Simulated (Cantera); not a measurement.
## Premixed flame

A freely propagating, adiabatic, planar premixed flame of 5.52 % C2H4, 16.7 % O2, 62.9 % N2, 14.9 % CO2, equivalence ratio 0.99, unburnt at 550 K and 100.0 Torr; unity-Lewis-number transport, grid criteria slope 0.08 and curve 0.16, no radiation.

Detailed kinetics in Cantera: GRI-Mech 3.0 (53 species, 325 reactions). GRI-Mech 3.0 was tuned for natural gas; its chemistry of ethylene as a main component is partial and can be far from experiment. Unity Lewis numbers drop preferential diffusion, which matters most where H2 and H carry the flame. Burning velocities carry a grid error of a few per cent, more on coarse grids.

| z (mm) | T (K) | u (m/s) | x C2H4 | x O2 | x CO2 | x CH3 | x CH2O | x CH2 |
|---|---|---|---|---|---|---|---|---|
| -7.50 | 550 | 1.06 | 0.0552 | 0.167 | 0.149 | <1e-8 | 2.53e-7 | <1e-8 |
| -5.00 | 551 | 1.06 | 0.0551 | 0.167 | 0.149 | <1e-8 | 3.15e-6 | <1e-8 |
| -3.75 | 554 | 1.06 | 0.0549 | 0.167 | 0.149 | 3.26e-8 | 1.59e-5 | <1e-8 |
| -2.50 | 577 | 1.11 | 0.0538 | 0.164 | 0.149 | 2.88e-7 | 0.000102 | <1e-8 |
| -1.25 | 807 | 1.57 | 0.0414 | 0.140 | 0.152 | 4.26e-5 | 0.000805 | 9.28e-8 |
| -0.625 | 1157 | 2.28 | 0.0217 | 0.102 | 0.157 | 0.000416 | 0.000981 | 6.78e-6 |
| 0 | 1498 | 3.01 | 0.00415 | 0.0622 | 0.164 | 0.000402 | 0.000343 | 2.96e-5 |
| 0.625 | 1624 | 3.29 | 0.000182 | 0.0431 | 0.172 | 3.97e-5 | 4.10e-5 | 7.13e-6 |
| 1.25 | 1647 | 3.33 | 3.58e-6 | 0.0379 | 0.177 | 1.38e-6 | 1.60e-6 | 2.78e-7 |
| 2.50 | 1669 | 3.37 | <1e-8 | 0.0353 | 0.183 | <1e-8 | <1e-8 | <1e-8 |
| 5.00 | 1701 | 3.43 | <1e-8 | 0.0338 | 0.186 | <1e-8 | <1e-8 | <1e-8 |
| 10.0 | 1748 | 3.51 | <1e-8 | 0.0321 | 0.190 | <1e-8 | <1e-8 | <1e-8 |
| 20.0 | 1810 | 3.62 | <1e-8 | 0.0298 | 0.195 | <1e-8 | <1e-8 | <1e-8 |
x: mole fraction of selected species; z is measured from the peak of heat release.

The laminar burning velocity comes out as 105 cm/s, the thermal thickness is 2.50 mm and the peak x(CH3) is 0.000549. The peak x(CH2O) is 0.00106. The peak x(CH2) is 2.97e-5 and the grid points comes out as 161.
